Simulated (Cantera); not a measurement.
A freely propagating, adiabatic, planar premixed flame of 5.76 % CH4, 0.231 % CO, 17.3 % O2, 76.7 % N2, equivalence ratio 0.67, unburnt at 525 K and 1.00 bar; mixture-averaged transport, grid criteria slope 0.08 and curve 0.16, no radiation.

Cantera simulation using GRI-Mech 3.0 (53 species, 325 reactions); the numbers are that mechanism's predictions, not measurements. Burning velocities carry a grid error of a few per cent, more on coarse grids.

x: mole fraction of selected species; z is measured from the peak of heat release.

| z (mm) | T (K) | u (m/s) | x CH4 | x CO | x O2 | x HO2 | x NO | x CO2 |
|---|---|---|---|---|---|---|---|---|
| -1.87 | 526 | 0.409 | 0.0576 | 0.00231 | 0.173 | 1.16e-7 | <1e-8 | 1.76e-6 |
| -1.25 | 532 | 0.413 | 0.0572 | 0.00240 | 0.173 | ___ | <1e-8 | ___ |
| -0.937 | 546 | 0.425 | 0.0562 | 0.00264 | 0.172 | 4.68e-6 | <1e-8 | 0.000129 |
| -0.625 | 615 | 0.480 | 0.0523 | 0.00390 | 0.167 | 2.32e-5 | 3.74e-8 | 0.000820 |
| -0.312 | ___ | 0.713 | ___ | ___ | ___ | ___ | ___ | ___ |
| -0.156 | 1198 | 0.944 | 0.0199 | 0.0176 | 0.115 | 0.000130 | 8.43e-7 | 0.0141 |
| 0 | 1491 | 1.18 | 0.00446 | 0.0230 | 0.0839 | 0.000108 | 1.55e-6 | 0.0268 |
| 0.156 | 1617 | 1.27 | 0.000249 | 0.0176 | 0.0678 | 2.45e-5 | 2.41e-6 | 0.0392 |
| 0.312 | 1669 | 1.31 | 7.65e-6 | 0.0110 | 0.0628 | 1.37e-5 | 3.09e-6 | 0.0470 |
| 0.625 | 1728 | 1.35 | 1.42e-8 | 0.00522 | 0.0596 | 9.32e-6 | 3.99e-6 | 0.0536 |
| 1.25 | 1780 | 1.39 | <1e-8 | 0.00218 | 0.0580 | 5.08e-6 | 4.91e-6 | 0.0571 |
| 2.50 | 1810 | 1.41 | <1e-8 | 0.000813 | 0.0574 | 2.12e-6 | 5.64e-6 | 0.0586 |
| 5.00 | 1823 | 1.42 | <1e-8 | 0.000256 | 0.0573 | 8.74e-7 | 6.10e-6 | 0.0592 |

Q: What belongs in the gaps?

A: 
- -1.25, x HO2: 1.31e-6
- -1.25, x CO2: 2.98e-5
- -0.312, T (K): 908
- -0.312, x CH4: 0.0361
- -0.312, x CO: 0.0103
- -0.312, x O2: 0.142
- -0.312, x HO2: 9.14e-5
- -0.312, x NO: 3.72e-7
- -0.312, x CO2: 0.00612
